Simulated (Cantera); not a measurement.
Mixture: CH₄ : C₂H₆ : C₃H₈ : O₂ : N₂ = 1 : 0.073 : 0.076 : 4.88 : 18.4 (molar parts), at 23.0 bar, adiabatic and at constant volume. Ignition delay is the time to a rise of 400 K.

Computed with Cantera and GRI-Mech 3.0 (53 species, 325 reactions). The pressure lies above the range GRI-Mech 3.0 was tuned for (to about 10 atm).

Problem. Predict: delay at 1250 K; delay at 1325 K; delay at 1400 K; delay at 1475 K; delay at 1550 K; delay at 1625 K; delay at 1700 K; apparent activation energy between 1550 and 1700 K.

Solution. 
```
Item                                                    Result
--------------------------------------------------  ----------
delay at 1250 K                                       0.318 ms
delay at 1325 K                                       0.131 ms
delay at 1400 K                                        57.5 µs
delay at 1475 K                                        27.3 µs
delay at 1550 K                                        13.9 µs
delay at 1625 K                                        7.62 µs
delay at 1700 K                                        4.48 µs
apparent activation energy between 1550 and 1700 K  170 kJ/mol
```
